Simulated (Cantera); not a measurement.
What does this Cantera script print?

```python
import numpy as np
import cantera as ct

gas_names = """
    CL CL2 H HCL H2 N NH NH2 NH3 N2 N2H2 N2H4 Si SiCL SiCL2 SiCL3 SiCL4 SiH SiHCL3 SiH2 SiH2CL2 SiH3
    SiH3CL SiH4 SiN Si2 Si2N Si3
""".split()
cond_names = """
    NH4CL(a) NH4CL(b) Si(cr) Si(L) Si3N4(a)
""".split()


def load(file, names, dense=False):
    # The tables refer to 1 bar. Condensed volumes are neglected.
    table = {s.name: s for s in ct.Species.list_from_file(file)}
    out = []
    for n in names:
        d = dict(table[n].input_data)
        d["thermo"] = dict(d["thermo"], **{"reference-pressure": 1e5})
        if dense:
            d["equation-of-state"] = {"model": "constant-volume", "density": "1e6 g/cm^3"}
        out.append(ct.Species.from_dict(d))
    return out


gas = ct.Solution(thermo="ideal-gas", species=load("nasa_gas.yaml", gas_names))
cond = {s.name: ct.Solution(thermo="fixed-stoichiometry", species=[s], name=s.name)
        for s in load("nasa_condensed.yaml", cond_names, dense=True)}
atoms = {
    'SiH2Cl2': {'Si': 1, 'H': 2, 'CL': 2},
    'N2': {'N': 2},
    'H2': {'H': 2},
}
top_T = {'Si3N4(a)': 2400}  # K; cautious upper limits of use, not melting points


def equilibrate(T, P, feed):
    n = {}
    for name, mol in feed.items():
        for a, k in atoms[name].items():
            n[a] = n.get(a, 0.0) + k * mol
    gas.TPX = T, P, n
    mass = sum(n.values()) * gas.mean_molecular_weight
    gas.equilibrate("TP")
    valid = [c for c in cond.values() if c.min_temp <= T <= top_T.get(c.name, c.max_temp)]
    mix = ct.Mixture([(gas, mass / gas.mean_molecular_weight)] + [(c, 0.0) for c in valid])
    mix.T, mix.P = T, P
    mix.equilibrate("TP", solver="vcs", rtol=1e-11, max_steps=5000)
    return mix


results = []
feed = {'SiH2Cl2': 1, 'N2': 14, 'H2': 26}  # mol
P = 1333.22  # Pa
for T in [1575, 1600, 1625, 1650, 1675, 1700, 1725, 1750, 1775, 1800, 1825]:
    mix = equilibrate(T, P, feed)
    results.append((T, P, feed, dict(zip(mix.species_names, mix.species_moles))))

top = {s: max(r[3][s] / sum(r[3][g] for g in gas_names) for r in results) for s in gas_names}
cols = sorted((s for s in top if top[s] > 1e-05), key=lambda s: -top[s])[:8]
seen = [c for c in cond_names if any(r[3].get(c, 0) > 1e-12 for r in results)]
print("log10 of partial pressures in bar; condensed amounts in mol")
print(f"{'T/K':>10s}" + "".join(f"{s[:9]:>10s}" for s in cols + seen))
for T, P, feed, n in results:
    ng = sum(n[g] for g in gas_names)
    print(f"{T:10.4g}" + "".join(f"{np.log10(max(n[s] / ng * P / 1e5, 1e-99)):10.3f}" for s in cols)
          + "".join(f"{n.get(c, 0):10.4g}" for c in seen))
```

Output:

```
log10 of partial pressures in bar; condensed amounts in mol
       T/K        H2        N2       HCL     SiCL2         H        Si      SiCL        CL     Si(L)  Si3N4(a)
      1575    -2.076    -2.366    -3.217    -4.728    -5.419    -8.140    -7.721    -6.661         0    0.3137
      1600    -2.076    -2.365    -3.226    -4.611    -5.303    -7.783    -7.455    -6.555         0    0.3077
      1625    -2.076    -2.365    -3.237    -4.503    -5.189    -7.438    -7.200    -6.454         0    0.3004
      1650    -2.076    -2.365    -3.249    -4.403    -5.079    -7.103    -6.956    -6.359         0    0.2919
      1675    -2.075    -2.364    -3.264    -4.312    -4.973    -6.779    -6.722    -6.269         0    0.2821
      1700    -2.075    -2.364    -3.282    -4.229    -4.869    -6.464    -6.498    -6.185         0     0.271
      1725    -2.075    -2.364    -3.301    -4.154    -4.769    -6.158    -6.283    -6.106         0    0.2587
      1750    -2.075    -2.363    -3.323    -4.087    -4.671    -5.862    -6.077    -6.032         0    0.2452
      1775    -2.080    -2.353    -3.333    -4.080    -4.579    -5.659    -5.949    -5.946    0.7238         0
      1800    -2.081    -2.353    -3.330    -4.089    -4.486    -5.498    -5.851    -5.852    0.7248         0
      1825    -2.081    -2.353    -3.328    -4.099    -4.397    -5.342    -5.755    -5.761     0.724         0
```

These are equilibrium values from Cantera (NASA tables, ideal gas, pure condensed phases), not measurements of a reactor. The tables' values for SiCl, SiCl3 are old estimates; treat these amounts as uncertain. Gases not in the tables: Si2H6 and higher silanes.
